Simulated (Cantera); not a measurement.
A closed system holds: 1 mol Al, 0.67 mol O2, 25 mol N2, held at 700 K and 8.25 Torr.

These are equilibrium values from Cantera (NASA tables, ideal gas, pure condensed phases), not measurements of a reactor. Candidate condensed phases: Al, AlN, Al2O3; 16 gas species. The numbers say what is thermodynamically allowed, not how fast it happens.

Base state: N2 1.00 (mole fractions); condensed: AlN(s) + Al2O3(s).

**Question.** What changes in the equilibrium state with this change: temperature from 700 K to 2123 K?

**Answer.** 
```tsv
species	before	after
N2	1.00	0.996
Al	<1e-9	0.00283
Al2O	<1e-9	0.00107
AlN(s), mol	0.107	0
Al2O3(s), mol	0.447	0.438
```
